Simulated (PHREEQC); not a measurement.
**Silver or lead bath: speciation**

Dissolve 0.024 mol/kgw Pb(NO3)2 and 0.0084 mol/kgw Na2SO4 at 25 °C. Closed to the air; pH follows from the charge balance.

All values are PHREEQC results (ion-association model, wateq4f.dat), not measurements.

```
Property                Result
--------------  --------------
pH                        4.85
ionic strength  0.0695 mol/kgw
```

```tsv
species	molality	activity	log γ
NO3-	0.0440	0.0344	-0.107
Na+	0.0167	0.0134	-0.095
Pb+2	0.0151	0.00626	-0.383
PbSO4	0.00480	0.00488	0.007
PbNO3+	0.00397	0.00319	-0.096
SO4-2	0.00331	0.00139	-0.378
NaSO4-	0.000115	9.32e-5	-0.092
Pb(SO4)2-2	8.57e-5	3.55e-5	-0.383
H+	1.70e-5	1.43e-5	-0.076
PbOH+	1.06e-5	8.55e-6	-0.096
```

Precipitation was switched off in this run. The solution is supersaturated, for example in Anglesite, Larnakite, so a real one may precipitate; this is no full list.
